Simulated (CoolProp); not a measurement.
Vapour-liquid equilibrium of methane (1) + ethane (2) at 143.2 K; x and y are mole fractions of (1).

Computed with CoolProp (multi-fluid Helmholtz-energy mixture model, Setzmann 1991 and Bücker 2006; pair parameters Kunz 2012).

Q: Give the bubble pressure and the first vapour's composition at x = 0.425, 0.65, 0.875. Is there an azeotrope?

A: x = 0.425: 3.561 bar, y = 0.989; x = 0.65: 5.049 bar, y = 0.994; x = 0.875: 6.546 bar, y = 0.998. No azeotrope shows between x = 0.05 and 0.95.

Pair parameters are fitted to limited data, so mixtures are less certain than the pure fluids. The gap from Raoult's law changes sign with composition, which may be real or a fault of the pair parameters; it wasn't checked against measurements.
